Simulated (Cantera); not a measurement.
Input (Python, Cantera) and output of one run.

```python
import numpy as np
import cantera as ct

gas_names = """
    Br Br2 N N2 Si SiBr SiBr2 SiBr3 SiBr4 SiN Si2 Si2N Si3
""".split()
cond_names = """
    Br2(cr) Br2(L) Si(cr) Si(L) Si3N4(a)
""".split()


# ... load() reads the species with a 1 bar reference pressure and builds the phases ...
atoms = {
    'Si': {'Si': 1},
    'Br2': {'Br': 2},
    'N2': {'N': 2},
}
top_T = {'Si3N4(a)': 2400}  # K; cautious upper limits of use, not melting points


# ... equilibrate(T, P, feed) seeds the gas with the atoms and calls Mixture.equilibrate('TP', solver="vcs", rtol=1e-11, max_steps=5000) ...
results = []
T = 898  # K
P = 1333.22  # Pa
for m in [0.71, 1, 1.3, 1.6, 1.9, 2.2, 2.4, 2.7, 3, 3.3, 3.6, 3.9, 4.2]:
    feed = {'Si': 1, 'Br2': m, 'N2': 2}  # mol
    mix = equilibrate(T, P, feed)
    results.append((T, P, feed, dict(zip(mix.species_names, mix.species_moles))))

top = {s: max(r[3][s] / sum(r[3][g] for g in gas_names) for r in results) for s in gas_names}
cols = sorted((s for s in top if top[s] > 1e-05), key=lambda s: -top[s])[:6]
seen = [c for c in cond_names if any(r[3].get(c, 0) > 1e-12 for r in results)]
print("log10 of partial pressures in bar; condensed amounts in mol")
print(f"{'n(Br2)':>10s}" + "".join(f"{s[:9]:>10s}" for s in cols + seen))
for T, P, feed, n in results:
    ng = sum(n[g] for g in gas_names)
    print(f"{feed['Br2']:10.4g}" + "".join(f"{np.log10(max(n[s] / ng * P / 1e5, 1e-99)):10.3f}" for s in cols)
          + "".join(f"{n.get(c, 0):10.4g}" for c in seen))
```

It prints:

```
log10 of partial pressures in bar; condensed amounts in mol
    n(Br2)        N2       Br2     SiBr4        Br     SiBr3  Si3N4(a)
      0.71    -1.964    -8.164    -2.609    -6.904    -7.006     0.215
         1    -1.989    -8.124    -2.512    -6.884    -6.928    0.1667
       1.3    -2.011    -8.098    -2.445    -6.871    -6.875    0.1167
       1.6    -2.030    -8.081    -2.398    -6.863    -6.836   0.06667
       1.9    -2.046    -8.068    -2.362    -6.856    -6.807   0.01667
       2.2    -2.080    -3.091    -2.381    -4.368    -9.314         0
       2.4    -2.107    -2.814    -2.408    -4.229    -9.479         0
       2.7    -2.143    -2.606    -2.445    -4.125    -9.620         0
         3    -2.178    -2.484    -2.479    -4.065    -9.715         0
       3.3    -2.209    -2.401    -2.510    -4.023    -9.788         0
       3.6    -2.238    -2.340    -2.540    -3.992    -9.848         0
       3.9    -2.266    -2.293    -2.567    -3.969    -9.899         0
       4.2    -2.292    -2.255    -2.593    -3.950    -9.944         0
```

Equilibrium computed with Cantera from the NASA thermochemical tables; the gas is ideal and each condensed phase is pure. N2 is the only nitrogen source here; it is nearly inert below about 1500 K, so the nitride shown seldom forms there in practice. The tables' values for SiBr3 are old estimates; treat these amounts as uncertain.
